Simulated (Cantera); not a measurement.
# Equilibrium for fluorocarbon and chlorocarbon gases: CH3F + F2 + H2 + HCl

A closed system holds: 1 mol CH3F, 0.6 mol F2, 1.5 mol H2, 0.47 mol HCl, at 0.100 bar.

These are equilibrium values from Cantera (NASA tables, ideal gas, pure condensed phases), not measurements of a reactor. Candidate condensed phases: C, C6H6, C7H8, C8H18; 135 gas species. Ions and electrons are included (thermal ionisation). The tables' values for CCl are old estimates; treat these amounts as uncertain. The numbers say what is thermodynamically allowed, not how fast it happens.

From 2000 K to 3000 K the condensed part is C(graphite). From 3500 K to 5000 K nothing is condensed. The main C-bearing gas is C2H2 (acetylene) at 2000 K and C at 5000 K.

| T (K) | x H | x HF | x H2 | x F | x HCl | x C | x Cl | x C3 | x C2H2 (acetylene) | x C2 | n C(graphite) |
|---|---|---|---|---|---|---|---|---|---|---|---|
| 2000 | 0.00331 | 0.480 | 0.413 | 1.58e-6 | 0.102 | 3.04e-10 | 0.000608 | 2.77e-10 | 0.000317 | 2.34e-11 | 0.997 |
| 2500 | 0.0490 | 0.467 | 0.379 | 0.000126 | 0.0915 | 1.66e-6 | 0.00835 | 4.97e-6 | 0.00410 | 4.58e-7 | 0.960 |
| 3000 | 0.243 | 0.408 | 0.237 | 0.00259 | 0.0516 | 0.000507 | 0.0361 | 0.00312 | 0.0147 | 0.000317 | 0.745 |
| 3500 | 0.486 | 0.286 | 0.0677 | 0.0277 | 0.0118 | 0.0138 | 0.0560 | 0.0295 | 0.00315 | 0.00710 | 0 |
| 4000 | 0.595 | 0.122 | 0.0140 | 0.126 | 0.00189 | 0.0613 | 0.0525 | 0.00806 | 7.29e-5 | 0.0100 | 0 |
| 4500 | 0.627 | 0.0268 | 0.00329 | 0.196 | 0.000389 | 0.0927 | 0.0477 | 0.000313 | 7.14e-7 | 0.00296 | 0 |
| 5000 | 0.635 | 0.00588 | 0.000976 | 0.212 | 0.000112 | 0.0974 | 0.0466 | 1.00e-5 | 9.53e-9 | 0.000633 | 0 |
x: gas mole fraction; n: condensed amount in mol.
